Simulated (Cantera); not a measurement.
Input: 1 mol SiH4, 26 mol N2, 0.68 mol NH3, equilibrated at 1325 K and 1.00 bar.

These are equilibrium values from Cantera (NASA tables, ideal gas, pure condensed phases), not measurements of a reactor. Candidate condensed phases: Si, Si3N4; 18 gas species. The numbers say what is thermodynamically allowed, not how fast it happens.

Base state: N2 0.895, H2 0.105 (mole fractions); condensed: Si3N4(s).

What changes in the equilibrium state with this change: SiH4 replaced by SiCl4?


```
species        before     after
-------------  ------  --------
N2              0.895     0.915
HCl                 0    0.0560
SiCl4               0    0.0204
H2              0.105   0.00770
SiCl3               0  0.000656
SiHCl3              0  0.000144
SiCl2               0  0.000115
Si3N4(s), mol   0.333     0.131
```
The tables' values for SiCl3 are old estimates; treat these amounts as uncertain. Further candidate phases: NH4Cl.
